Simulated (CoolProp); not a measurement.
Properties of hydrogen chloride along the isotherm 670 K.

Computed with CoolProp (reference Helmholtz-energy equation of state, Thol 2018).

```json
[
 {"p (MPa)": "0.0657", "phase": "gas", "Z": "0.9998", "cp (kJ/(kg K))": "0.8192", "cv (kJ/(kg K))": "0.5908", "isothermal compressibility (1/MPa)": "15.22", "expansivity (1/kK)": "1.494"},
 {"p (MPa)": "0.117", "phase": "gas", "Z": "0.9996", "cp (kJ/(kg K))": "0.8196", "cv (kJ/(kg K))": "0.5908", "isothermal compressibility (1/MPa)": "8.550", "expansivity (1/kK)": "1.496"},
 {"p (MPa)": "0.208", "phase": "gas", "Z": "0.9993", "cp (kJ/(kg K))": "0.8203", "cv (kJ/(kg K))": "0.5909", "isothermal compressibility (1/MPa)": "4.811", "expansivity (1/kK)": "1.498"},
 {"p (MPa)": "0.37", "phase": "gas", "Z": "0.9987", "cp (kJ/(kg K))": "0.8216", "cv (kJ/(kg K))": "0.5911", "isothermal compressibility (1/MPa)": "2.706", "expansivity (1/kK)": "1.502"},
 {"p (MPa)": "0.657", "phase": "gas", "Z": "0.9978", "cp (kJ/(kg K))": "0.8237", "cv (kJ/(kg K))": "0.5914", "isothermal compressibility (1/MPa)": "1.525", "expansivity (1/kK)": "1.510"},
 {"p (MPa)": "1.17", "phase": "gas", "Z": "0.9961", "cp (kJ/(kg K))": "0.8277", "cv (kJ/(kg K))": "0.5919", "isothermal compressibility (1/MPa)": "0.8580", "expansivity (1/kK)": "1.523"},
 {"p (MPa)": "2.08", "phase": "gas", "Z": "0.9932", "cp (kJ/(kg K))": "0.8346", "cv (kJ/(kg K))": "0.5929", "isothermal compressibility (1/MPa)": "0.4839", "expansivity (1/kK)": "1.547"},
 {"p (MPa)": "3.7", "phase": "gas", "Z": "0.9884", "cp (kJ/(kg K))": "0.8469", "cv (kJ/(kg K))": "0.5946", "isothermal compressibility (1/MPa)": "0.2732", "expansivity (1/kK)": "1.588"},
 {"p (MPa)": "6.57", "phase": "gas", "Z": "0.9808", "cp (kJ/(kg K))": "0.8686", "cv (kJ/(kg K))": "0.5975", "isothermal compressibility (1/MPa)": "0.1547", "expansivity (1/kK)": "1.656"},
 {"p (MPa)": "11.7", "phase": "supercritical", "Z": "0.9703", "cp (kJ/(kg K))": "0.9062", "cv (kJ/(kg K))": "0.6028", "isothermal compressibility (1/MPa)": "0.08719", "expansivity (1/kK)": "1.765"},
 {"p (MPa)": "20.8", "phase": "supercritical", "Z": "0.9608", "cp (kJ/(kg K))": "0.9674", "cv (kJ/(kg K))": "0.6120", "isothermal compressibility (1/MPa)": "0.04854", "expansivity (1/kK)": "1.910"}
]
```
